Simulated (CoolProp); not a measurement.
R245ca at several states: density (kg/m³) from the reference equation and from simpler models built on Tc = 174.4 °C, pc = 3.941 MPa, ω = 0.355; each cubic takes its own stable root.

Computed with CoolProp (reference Helmholtz-energy equation of state, Zhou 2016).

| T (°C) | p (MPa) | phase | reference |
|---|---|---|---|
| 91.85 | 0.46 | gas | 22.35 |
| 21.15 | 0.0988 | liquid | 1397 |
| 96.25 | 10 | liquid | 1236 |
| -54.35 | 6.19 | liquid | 1581 |

**Question.** How far does each simpler model (van der Waals, Redlich-Kwong, Peng-Robinson) lie from the reference over these 4 states: mean and median of the absolute difference, and the worst?

**Answer.** 
- van der Waals: mean 44.3 %, median 37.2 %, worst -99.6 % at 21.15 °C and 0.0988 MPa
- Redlich-Kwong: mean 30.9 %, median 11.1 %, worst -99.6 % at 21.15 °C and 0.0988 MPa
- Peng-Robinson: mean 2.8 %, median 3.4 %, worst +4.4 % at 96.25 °C and 10 MPa

At some of these states van der Waals, Redlich-Kwong gives the other phase, because its saturation line lies elsewhere.
